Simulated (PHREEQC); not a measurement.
1 kg of water holding 30 mmol/kgw K2CO3 and 190 mmol/kgw K2SO4 is evaporated at 25 °C; the solids stay in contact with the brine. CO2 is held at log p = -3.4 (atm). Solids allowed: Arcanite, Kalicinite, Misenite. Others were left out.

The series has 28 steps of water left (kg), from 0.9998 to 0.00491.

Model: Pitzer model, pitzer.dat, run in PHREEQC.

### Question
Which solids form, in which order, and at which step of the series does each first stand?

### Answer
Arcanite from water left = 0.3081 kg (pH 9.74); Kalicinite from water left = 0.00491 kg (pH 10.98).
